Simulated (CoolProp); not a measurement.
A single-stage vapour-compression cycle with the fluid: evaporating at 196.15 K (dew point), condensing at 261.15 K (bubble point), superheat 10 K, subcooling 8 K, compressor efficiency 0.7, no pressure losses. The same conditions are run with several fluids, on thermodynamics alone (safety and materials aside).

Values from CoolProp's reference Helmholtz-energy equation of state of each fluid (R13: Platzer 1990; hydrogen sulfide: Lemmon 2006; R143a: Lemmon and Jacobsen 2000; R22: Kamei 1995; hydrogen chloride: Thol 2018; C2F6 (R116): Lemmon 2006). The equations of Platzer and Polt are older, rougher fits.

```tsv
fluid	cooling COP	pressure ratio	discharge temperature (K)	refrigerating effect (kJ/kg)	volumetric capacity (kJ/m³)
R13	1.54	11.2	323.7	97.1	787
hydrogen sulfide	1.55	17.8	498.5	461	370
R143a	1.67	21.8	333.6	178	170
R22	1.66	25.8	393.5	199	129
hydrogen chloride	1.48	12.0	501.7	345	1180
C2F6 (R116)	1.40	12.3	286.2	63.5	572
```
